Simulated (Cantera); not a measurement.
Input (Python, Cantera) and output of one run.

```python
import numpy as np
import cantera as ct

gas_names = """
    CL CL2 H HCL H2 N NH NH2 NH3 N2 N2H2 N2H4
""".split()
cond_names = """
    NH4CL(a) NH4CL(b)
""".split()


# ... load() reads the species with a 1 bar reference pressure and builds the phases ...
atoms = {
    'HCl': {'H': 1, 'CL': 1},
    'H2': {'H': 2},
    'N2': {'N': 2},
}
top_T = {}  # K; cautious upper limits of use, not melting points


# ... equilibrate(T, P, feed) seeds the gas with the atoms and calls Mixture.equilibrate('TP', solver="vcs", rtol=1e-11, max_steps=5000) ...
results = []
feed = {'HCl': 1, 'H2': 2.5, 'N2': 1.7}  # mol
P = 9300  # Pa
for T in [798, 998, 1198, 1398, 1598, 1798, 1998, 2198, 2398, 2598, 2798, 2998, 3198, 3398]:
    mix = equilibrate(T, P, feed)
    results.append((T, P, feed, dict(zip(mix.species_names, mix.species_moles))))

top = {s: max(r[3][s] / sum(r[3][g] for g in gas_names) for r in results) for s in gas_names}
cols = sorted((s for s in top if top[s] > 1e-06), key=lambda s: -top[s])[:8]
seen = [c for c in cond_names if any(r[3].get(c, 0) > 1e-12 for r in results)]
print("log10 of partial pressures in bar; condensed amounts in mol")
print(f"{'T/K':>10s}" + "".join(f"{s[:9]:>10s}" for s in cols + seen))
for T, P, feed, n in results:
    ng = sum(n[g] for g in gas_names)
    print(f"{T:10.4g}" + "".join(f"{np.log10(max(n[s] / ng * P / 1e5, 1e-99)):10.3f}" for s in cols)
          + "".join(f"{n.get(c, 0):10.4g}" for c in seen))
```

Output:

```
log10 of partial pressures in bar; condensed amounts in mol
       T/K         H        H2        N2       HCL        CL         N       NH3        NH
       798   -12.249    -1.350    -1.517    -1.747   -12.631   -28.582    -5.299   -23.755
       998    -9.342    -1.350    -1.517    -1.748    -9.771   -22.337    -6.012   -19.073
      1198    -7.396    -1.350    -1.517    -1.748    -7.855   -18.170    -6.497   -15.955
      1398    -6.000    -1.350    -1.517    -1.748    -6.482   -15.190    -6.848   -13.729
      1598    -4.949    -1.350    -1.517    -1.748    -5.448   -12.953    -7.112   -12.060
      1798    -4.128    -1.350    -1.517    -1.748    -4.643   -11.211    -7.317   -10.762
      1998    -3.471    -1.352    -1.518    -1.751    -3.998    -9.816    -7.482    -9.725
      2198    -2.933    -1.357    -1.521    -1.759    -3.473    -8.675    -7.623    -8.880
      2398    -2.488    -1.371    -1.527    -1.780    -3.044    -7.725    -7.756    -8.182
      2598    -2.120    -1.402    -1.540    -1.825    -2.698    -6.925    -7.899    -7.604
      2798    -1.821    -1.462    -1.563    -1.908    -2.429    -6.244    -8.077    -7.132
      2998    -1.588    -1.567    -1.598    -2.046    -2.233    -5.661    -8.316    -6.756
      3198    -1.419    -1.732    -1.640    -2.247    -2.107    -5.156    -8.640    -6.469
      3398    -1.312    -1.959    -1.680    -2.508    -2.036    -4.711    -9.049    -6.258
```

Equilibrium computed with Cantera from the NASA thermochemical tables; the gas is ideal and each condensed phase is pure.
